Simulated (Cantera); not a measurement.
An isothermal plug-flow reactor at 1248 K and 0.987 atm (inlet), inlet velocity 4.7 m/s, active area per volume 170 1/m; feed CH₄ : O₂ : N₂ : H₂O = 0.0072 : 0.03 : 0.79 : 0.093 (molar parts), equivalence ratio 0.48.

Computed with Cantera and Deutschmann's 1995 Pt surface mechanism with GRI-Mech 3.0 gas chemistry. Catalytic surfaces can have several steady states; this one follows from the mechanism file's or the stated starting coverage. Mass transfer to the wall is taken as infinitely fast.

Q: What does this change do: inlet velocity 4.7 to 2.8 m/s?

A: 
```tsv
quantity	before	after
x(CH₄) at z = 0.064 m	0.000543	6.61e-5
x(O₂) at z = 0.064 m	0.0190	0.0177
x(H₂O) at z = 0.064 m	0.115	0.116
x(CO₂) at z = 0.064 m	0.00660	0.00731
x(CO) at z = 0.064 m	4.23e-6	1.40e-6
θ(free Pt) at the exit	0.590	0.594
θ(O*) at the exit	0.406	0.402
θ(OH*) at the exit	0.00369	0.00371
```

Q: What does this change do: inlet velocity 4.7 to 13 m/s?

A: 
```
quantity                  before    after
----------------------  --------  -------
x(CH₄) at z = 0.064 m   0.000543  0.00331
x(O₂) at z = 0.064 m      0.0190   0.0244
x(H₂O) at z = 0.064 m      0.115    0.109
x(CO₂) at z = 0.064 m    0.00660  0.00398
x(CO) at z = 0.064 m     4.23e-6  8.77e-6
θ(free Pt) at the exit     0.590    0.577
θ(O*) at the exit          0.406    0.419
θ(OH*) at the exit       0.00369  0.00362
```
